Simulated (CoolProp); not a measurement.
Vapour-liquid equilibrium of benzene (1) + dimethyl carbonate (2) at 485 K; x and y are mole fractions of (1).

Computed with CoolProp (multi-fluid Helmholtz-energy mixture model, Thol 2012 and Zhou 2011; pair parameters Bell 2016).

```csv
x,bubble pressure (MPa),y at the bubble point,dew pressure at overall composition x (MPa),liquid density (mol/L)
0.05,?,?,1.670,?
0.2,1.727,0.221,1.720,8.404
0.35,1.763,0.369,1.760,8.323
0.5,1.784,0.509,1.783,?
0.65,1.789,0.648,1.789,?
0.8,1.777,0.791,1.776,?
0.95,1.747,0.945,?,?
```

Fill in the missing entries.


- 0.05, bubble pressure (MPa): 1.673
- 0.05, y at the bubble point: 0.059
- 0.05, liquid density (mol/L): 8.500
- 0.5, liquid density (mol/L): 8.258
- 0.65, liquid density (mol/L): 8.210
- 0.8, liquid density (mol/L): 8.179
- 0.95, dew pressure at overall composition x (MPa): 1.745
- 0.95, liquid density (mol/L): 8.167

y crosses x between x = 0.5 and 0.65: the model has an azeotrope there.

Pair parameters are fitted to limited data, so mixtures are less certain than the pure fluids.
